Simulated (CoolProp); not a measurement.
Vapour-liquid equilibrium of R125 (1) + R115 (2) at 271 kPa; x and y are mole fractions of (1).

Values from CoolProp's multi-fluid Helmholtz-energy mixture model, Lemmon 2005 and Lemmon 2016; pair parameters Bell 2016.

```csv
x,"bubble temperature, mixture model (K)","bubble temperature, Raoult's law (K)","y, mixture model","y, Raoult's law"
0.05,256.5,257.9,0.112,0.074
0.2,252.1,255.9,0.341,0.275
0.35,249.6,254.0,0.486,0.450
0.5,248.0,252.3,0.596,0.603
0.65,247.2,250.7,0.695,0.738
0.8,246.8,249.3,0.803,0.859
0.95,247.1,247.9,0.941,0.966
```

The largest gap from Raoult's law is -4.4 K in bubble temperature, at x = 0.35. y crosses x between x = 0.8 and 0.95: the model has an azeotrope there.

Pair parameters are fitted to limited data, so mixtures are less certain than the pure fluids.
